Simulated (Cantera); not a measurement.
Mixture: H2 : O2 : N2 = 1 : 0.385 : 1.45 (molar parts), equivalence ratio 1.3, at 2.27 atm, adiabatic and at constant volume. Ignition delay is the time to a rise of 400 K.

Detailed kinetics in Cantera: GRI-Mech 3.0 (53 species, 325 reactions). The hydrogen kinetics of GRI-Mech 3.0 are dated; newer H2 mechanisms differ, most at raised pressure. Where the delays flatten at high temperature, the 400 K rule measures the pace of heat release, not the induction time.

Task: Predict: delay at 1200 K; delay at 1250 K; delay at 1300 K; delay at 1350 K; delay at 1400 K; delay at 1450 K; delay at 1500 K.

Result: 
| Item | Value |
|---|---|
| delay at 1200 K | 22.3 µs |
| delay at 1250 K | 16.3 µs |
| delay at 1300 K | 12.5 µs |
| delay at 1350 K | 10.0 µs |
| delay at 1400 K | 8.25 µs |
| delay at 1450 K | 6.95 µs |
| delay at 1500 K | 5.97 µs |
